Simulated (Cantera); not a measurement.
**SiH₂Cl₂ + NH₃ + H₂ (silicon nitride deposition)**

Charge: 1 mol SiH₂Cl₂, a varied amount of NH₃, 14 mol H₂, at 1423 K and 0.100 bar.

Cantera equilibrium calculation (NASA polynomials, part measured and part estimated; ideal gas, pure solids and liquids). Candidate condensed phases: NH₄Cl, Si, Si₃N₄; 28 gas species. Mutual solubility and eutectic melting of coexisting phases are not modelled. The tables' values for SiCl₃ are old estimates; treat these amounts as uncertain. Equilibrium is a limit: real reactors are often held back by kinetics, nucleation or transport.

```
n(NH₃) (mol)  log p H₂  log p N₂  log p HCl  log p SiCl₂  log p SiCl₃  log p SiCl₄  n Si(s)  n Si₃N₄(s)
------------  --------  --------  ---------  -----------  -----------  -----------  -------  ----------
0.17             -1.04     -5.02      -2.13        -2.73        -3.71        -4.10    0.515      0.0417
0.35             -1.04     -5.02      -2.13        -2.74        -3.73        -4.12    0.383      0.0867
0.71             -1.04     -5.02      -2.14        -2.76        -3.76        -4.15    0.119       0.177
1.4              -1.05     -3.37      -1.99        -3.55        -4.40        -4.64        0       0.311
2.9              -1.06     -2.43      -2.03        -4.25        -5.13        -5.41        0       0.328
5.9              -1.07     -2.07      -2.14        -4.68        -5.66        -6.03        0       0.331
12               -1.09     -1.87      -2.30        -5.12        -6.25        -6.78        0       0.332
```
log p: log10 of the partial pressure in bar; n: condensed amount in mol.

From 0.17 mol NH₃ to 0.71 mol NH₃ the condensed part is Si(s) + Si₃N₄(s). From 1.4 mol NH₃ to 12 mol NH₃ the condensed part is Si₃N₄(s). The main Si-bearing gas is SiCl₂ throughout. The share of Si in condensed phases is highest at 12 mol NH₃ (99.7 %) and lowest at 0.17 mol NH₃ (64.0 %).
